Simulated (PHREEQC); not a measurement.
Make-up at 25 °C: 28 mmol/kgw HF, 2.4 mmol/kgw KF and 19 mmol/kgw HBF4. Closed to the air; pH follows from the charge balance.

Model: ion-association model, wateq4f.dat, run in PHREEQC.

This is a speciation only: nothing precipitates in the calculation.

**Question.** Order these F species by the share of F that they hold, largest first: F-, H2F2, BF3OH-, HF, BF4-.

**Answer.** BF4- (70 %), HF (24 %), H2F2 (3.3 %), F- (1.2 %), BF3OH- (0.75 %)

The pH is 1.80 and the ionic strength 0.0204 mol/kgw. Real BF4- forms and hydrolyses slowly; the run takes it at equilibrium.
